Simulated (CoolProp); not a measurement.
Properties of 1,2-dichloroethane at several states.

Computed with CoolProp (reference Helmholtz-energy equation of state, Thol 2015).

| T (K) | p (bar) | phase | Joule-Thomson coefficient (K/MPa) | expansivity (1/kK) | fugacity coefficient |
|---|---|---|---|---|---|
| 422.5 | 9 | liquid | ___ | 1.861 | ___ |
| 491.1 | 1.08 | gas | ___ | 2.112 | 0.9889 |
| 362.7 | 0.211 | gas | 29.45 | 2.807 | 0.9943 |
| 482.7 | 134 | liquid | -0.04561 | 1.934 | ___ |
| 257.1 | 0.174 | liquid | ___ | ___ | ___ |
| 439.3 | 2.21 | gas | ___ | 2.537 | 0.9676 |

**Question.** What belongs in the gaps?

**Answer.** 
- 422.5, Joule-Thomson coefficient (K/MPa): -0.1393
- 422.5, fugacity coefficient: 0.5654
- 491.1, Joule-Thomson coefficient (K/MPa): 13.50
- 482.7, fugacity coefficient: 0.1401
- 257.1, Joule-Thomson coefficient (K/MPa): -0.4349
- 257.1, expansivity (1/kK): 1.061
- 257.1, fugacity coefficient: 0.05864
- 439.3, Joule-Thomson coefficient (K/MPa): 18.69
